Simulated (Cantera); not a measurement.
## Hydrocarbon pyrolysis for carbon deposition

An isothermal, constant-pressure homogeneous reactor starts with 8.33 % CH4, 91.7 % N2, at 1800 K and 0.450 bar.

Cantera simulation using GRI-Mech 3.0 (53 species, 325 reactions); the numbers are that mechanism's predictions, not measurements. GRI-Mech 3.0 stops at C3 and has no aromatics, soot or wall deposition, so with more carbon than oxygen in the feed, carbon stays in small species such as C2H2 where larger ones or solid carbon would form.

```csv
t (s),x CH4,x HCN,x CH2,x H,x C2H,x H2
1.00e-5,0.0833,<1e-12,1.05e-9,1.13e-6,<1e-12,1.58e-5
2.68e-5,0.0832,<1e-12,6.41e-9,1.15e-6,<1e-12,4.45e-5
7.20e-5,0.0831,6.69e-12,3.95e-8,1.31e-6,<1e-12,0.000126
0.000193,0.0825,9.17e-11,2.29e-7,2.39e-6,4.12e-11,0.000435
0.000518,0.0798,2.32e-9,1.03e-6,9.31e-6,2.50e-9,0.00264
0.00139,0.0649,7.17e-8,2.15e-6,4.19e-5,6.00e-8,0.0194
0.00373,0.0402,4.73e-7,1.36e-6,8.43e-5,2.27e-7,0.0568
0.0100,0.0205,1.36e-6,7.79e-7,0.000122,3.51e-7,0.0861
0.0268,0.00831,2.85e-6,3.82e-7,0.000153,4.45e-7,0.103
0.0720,0.00298,4.66e-6,1.56e-7,0.000171,4.99e-7,0.111
0.193,0.00106,6.49e-6,5.86e-8,0.000179,5.21e-7,0.114
0.518,0.000408,8.37e-6,2.31e-8,0.000182,5.29e-7,0.115
1.39,0.000220,1.08e-5,1.25e-8,0.000182,5.31e-7,0.115
3.73,0.000197,1.59e-5,1.12e-8,0.000182,5.31e-7,0.115
10.0,0.000197,3.13e-5,1.12e-8,0.000182,5.31e-7,0.115
```
x: mole fraction; the columns are a selection and need not sum to one.

Equilibrium at this temperature and pressure: CH4 0.000103, HCN 0.0563, CH2 5.84e-9, H 0.000182, C2H 1.42e-7, H2 0.115 (gas phase only).
